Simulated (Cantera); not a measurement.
Charge: 1 mol CH3SiH3, 0.026 mol C2H2, 200 mol H2, held at 2200 K and 270 Pa.

Method: chemical equilibrium by Gibbs-energy minimisation in Cantera with the NASA 1993 tables (ideal gas, pure condensed phases). Candidate condensed phases: C, C6H6, C7H8, C8H18, Si, SiC; 87 gas species. The feed counts by its element totals alone. Kinetics and transport are ignored.

Base state: H2 0.891, H 0.102, Si 0.00407, C2H2 (acetylene) 0.00205, SiC2 0.000351, SiH 8.84e-5, Si2C 6.29e-5 (mole fractions); condensed: gas only.

Task: What changes in the equilibrium state with this change: temperature from 2200 K to 1575 K?

Result: 
| species | before | after |
|---|---|---|
| H2 | 0.891 | 0.999 |
| H | 0.102 | 0.000799 |
| C2H2 (acetylene) | 0.00205 | 2.11e-5 |
| Si | 0.00407 | 2.05e-7 |
| SiC2 | 0.000351 | <1e-9 |
| Si2C | 6.29e-5 | <1e-9 |
| SiH | 8.84e-5 | 2.54e-8 |
| C(graphite), mol | 0 | 0.0425 |
| SiC(s), mol | 0 | 1.000 |
